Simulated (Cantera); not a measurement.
A perfectly stirred reactor is fed with 3.57 % H2, 96.4 % O2, at 0.0132 atm; it is held at 1325 K, and followed from long to short residence time.

Computed with Cantera and the H2/O2 subset of GRI-Mech 3.0, which has no nitrogen chemistry. Radical loss at walls, strong at low pressure, is not modelled. The temperature is held fixed by assumption; the heat of reaction is taken as removed at once.

x: mole fraction; the columns are a selection and need not sum to one.

| τ (s) | x H2 | x O2 | x OH | x H2O2 | x O |
|---|---|---|---|---|---|
| 0.96 | 0.000117 | 0.958 | [?] | 3.22e-8 | 0.00454 |
| 0.23 | 0.000258 | 0.952 | [?] | 4.17e-8 | 0.00995 |
| 0.053 | 0.000535 | 0.944 | [?] | 4.94e-8 | 0.0177 |
| 0.012 | 0.00118 | 0.938 | [?] | 5.89e-8 | 0.0229 |
| 0.0029 | 0.00320 | 0.937 | [?] | 7.96e-8 | 0.0223 |
| 0.00069 | 0.00998 | 0.943 | [?] | 1.05e-7 | 0.0162 |
| 0.00016 | 0.0307 | 0.960 | [?] | 2.25e-8 | 0.00274 |

**Question.** Fill in the missing entries.

**Answer.** 
- 0.96, x OH: 0.00158
- 0.23, x OH: 0.00234
- 0.053, x OH: 0.00317
- 0.012, x OH: 0.00394
- 0.0029, x OH: 0.00494
- 0.00069, x OH: 0.00587
- 0.00016, x OH: 0.00190
